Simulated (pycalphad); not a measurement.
**Effect of Fe content in Ti-Si-Fe**

Source of the numbers: pycalphad with the COST 507 light-alloy database (1999); pressure 1 atm. These are 1990s assessments: newer ones move some temperatures and phases. The system is extrapolated from its subsystems; higher-order compounds may be missing. Phase fractions are per mole of atoms.

Task: One of these alloys has its liquidus at 1914 K, its solidus at 1792 K, and holds hcp 0.84, bcc 0.15, SITI3 0.02 at 1050 K. Which?
A) Ti-0.93Si-2.43Fe (at.%)
B) Ti-0.93Si-0.61Fe (at.%)
C) Ti-0.93Si-3.24Fe (at.%)

Result: B, Ti-0.93Si-0.61Fe (at.%). The others: Ti-0.93Si-2.43Fe (at.%), liquidus 1882, solidus 1723; Ti-0.93Si-3.24Fe (at.%), liquidus 1867, solidus 1695

Database names, with the compositions (at.%) that they take in these runs: SITI3: Ti 75 Si 25.
